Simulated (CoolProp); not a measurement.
Aqueous calcium chloride as a coolant, 7 % by mass, freezing at -3.6 °C, 1 atm.

Values from CoolProp's Melinder's fits for secondary coolants.

```
T (°C)  conductivity (W/(m K))  viscosity (mPa s)  density (kg/m³)  Prandtl number
------  ----------------------  -----------------  ---------------  --------------
-0.3                     0.557               2.09             1061            14.0
5                        0.566               1.77             1060            11.8
10.3                     0.575               1.53             1059            9.98
15.6                     0.583               1.33             1058            8.59
20.9                     0.592               1.17             1058             ___
26.3                     0.601                ___             1057            6.56
31.6                       ___              0.933             1055            5.81
```

**Question.** Complete the blanks.

**Answer.** 
- 20.9, Prandtl number: 7.48
- 26.3, viscosity (mPa s): 1.04
- 31.6, conductivity (W/(m K)): 0.609
